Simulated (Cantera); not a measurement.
Cantera run:

```python
import numpy as np
import cantera as ct

gas_names = """
    CL CL2 N N2 Si SiCL SiCL2 SiCL3 SiCL4 SiN Si2 Si2N Si3
""".split()
cond_names = """
    Si(cr) Si(L) Si3N4(a)
""".split()


def load(file, names, dense=False):
    # The tables refer to 1 bar. Condensed volumes are neglected.
    table = {s.name: s for s in ct.Species.list_from_file(file)}
    out = []
    for n in names:
        d = dict(table[n].input_data)
        d["thermo"] = dict(d["thermo"], **{"reference-pressure": 1e5})
        if dense:
            d["equation-of-state"] = {"model": "constant-volume", "density": "1e6 g/cm^3"}
        out.append(ct.Species.from_dict(d))
    return out


gas = ct.Solution(thermo="ideal-gas", species=load("nasa_gas.yaml", gas_names))
cond = {s.name: ct.Solution(thermo="fixed-stoichiometry", species=[s], name=s.name)
        for s in load("nasa_condensed.yaml", cond_names, dense=True)}
atoms = {
    'SiCl4': {'Si': 1, 'CL': 4},
    'Cl2': {'CL': 2},
    'N2': {'N': 2},
}
top_T = {'Si3N4(a)': 2400}  # K; cautious upper limits of use, not melting points


def equilibrate(T, P, feed):
    n = {}
    for name, mol in feed.items():
        for a, k in atoms[name].items():
            n[a] = n.get(a, 0.0) + k * mol
    gas.TPX = T, P, n
    mass = sum(n.values()) * gas.mean_molecular_weight
    gas.equilibrate("TP")
    valid = [c for c in cond.values() if c.min_temp <= T <= top_T.get(c.name, c.max_temp)]
    mix = ct.Mixture([(gas, mass / gas.mean_molecular_weight)] + [(c, 0.0) for c in valid])
    mix.T, mix.P = T, P
    mix.equilibrate("TP", solver="vcs", rtol=1e-11, max_steps=5000)
    return mix


results = []
feed = {'SiCl4': 1, 'Cl2': 0.96, 'N2': 32}  # mol
P = 10000  # Pa
for T in [998, 1073, 1148, 1223, 1298, 1373, 1448, 1523, 1598, 1673, 1748]:
    mix = equilibrate(T, P, feed)
    results.append((T, P, feed, dict(zip(mix.species_names, mix.species_moles))))
    x = sorted(zip(gas.X, gas.species_names), reverse=True)
    print(f"T = {T:g} K  P = {P:g} Pa  gas = {mix.phase_moles(0):.4g} mol")
    print("   x: " + "  ".join(f"{s} {v:.3e}" for v, s in x if v > 1e-06))
    print("   condensed (mol): " + ("  ".join(f"{mix.phase(i).name} {mix.phase_moles(i):.4g}"
          for i in range(1, mix.n_phases) if mix.phase_moles(i) > 1e-12) or "none"))
```

Output:

```
T = 998 K  P = 10000 Pa  gas = 33.96 mol
   x: N2 9.422e-01  SiCL4 2.944e-02  CL2 2.817e-02  CL 2.001e-04
   condensed (mol): none
T = 1073 K  P = 10000 Pa  gas = 33.97 mol
   x: N2 9.420e-01  SiCL4 2.944e-02  CL2 2.798e-02  CL 5.688e-04
   condensed (mol): none
T = 1148 K  P = 10000 Pa  gas = 33.98 mol
   x: N2 9.416e-01  SiCL4 2.943e-02  CL2 2.755e-02  CL 1.407e-03
   condensed (mol): none
T = 1223 K  P = 10000 Pa  gas = 34.01 mol
   x: N2 9.408e-01  SiCL4 2.940e-02  CL2 2.668e-02  CL 3.090e-03
   condensed (mol): none
T = 1298 K  P = 10000 Pa  gas = 34.06 mol
   x: N2 9.394e-01  SiCL4 2.936e-02  CL2 2.513e-02  CL 6.108e-03
   condensed (mol): none
T = 1373 K  P = 10000 Pa  gas = 34.15 mol
   x: N2 9.371e-01  SiCL4 2.928e-02  CL2 2.264e-02  CL 1.094e-02  SiCL3 2.616e-06
   condensed (mol): none
T = 1448 K  P = 10000 Pa  gas = 34.26 mol
   x: N2 9.339e-01  SiCL4 2.917e-02  CL2 1.913e-02  CL 1.778e-02  SiCL3 9.512e-06
   condensed (mol): none
T = 1523 K  P = 10000 Pa  gas = 34.41 mol
   x: N2 9.299e-01  SiCL4 2.903e-02  CL 2.619e-02  CL2 1.482e-02  SiCL3 3.196e-05
   condensed (mol): none
T = 1598 K  P = 10000 Pa  gas = 34.57 mol
   x: N2 9.258e-01  CL 3.494e-02  SiCL4 2.883e-02  CL2 1.035e-02  SiCL3 1.017e-04
   condensed (mol): none
T = 1673 K  P = 10000 Pa  gas = 34.7 mol
   x: N2 9.221e-01  CL 4.255e-02  SiCL4 2.850e-02  CL2 6.549e-03  SiCL3 3.096e-04  SiCL2 7.016e-06
   condensed (mol): none
T = 1748 K  P = 10000 Pa  gas = 34.82 mol
   x: N2 9.190e-01  CL 4.837e-02  SiCL4 2.778e-02  CL2 3.879e-03  SiCL3 8.881e-04  SiCL2 5.065e-05
   condensed (mol): none
```

These are equilibrium values from Cantera (NASA tables, ideal gas, pure condensed phases), not measurements of a reactor. The tables' values for SiCl3 are old estimates; treat these amounts as uncertain.
